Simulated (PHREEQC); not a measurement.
Solution (20 °C): 0.24 mol/kgw KOH and 0.0012 mol/kgw K2SiO3. Closed to the air; pH follows from the charge balance.

The numbers come from PHREEQC with the ion-association model, phreeqc.dat.

Each row changes one thing in this solution. No solid was allowed to form.

```csv
case,pH,ionic strength (mol/kgw),H2SiO4-2 (mol/kgw),H3SiO4- (mol/kgw),H4SiO4 (mol/kgw),SI of Quartz (SiO2)
as made,13.39,0.243,0.000890,0.000310,6.84e-8,-3.08
temperature from 20 to 25 °C,13.22,0.243,0.000878,0.000322,8.79e-8,-3.04
KOH left out,11.23,0.00241,1.11e-5,0.00114,5.10e-5,-0.24
KOH from 0.24 to 0.024 mol/kgw,12.49,0.0266,0.000227,0.000971,2.15e-6,-1.61
K2SiO3 from 0.0012 to 0.0018 mol/kgw,13.39,0.245,0.00134,0.000465,1.02e-7,-2.90
K2SiO3 from 0.0012 to 0.006 mol/kgw,13.39,0.257,0.00446,0.00154,3.37e-7,-2.38
K2SiO3 from 0.0012 to 0.0006 mol/kgw,13.39,0.242,0.000445,0.000155,3.43e-8,-3.38
```
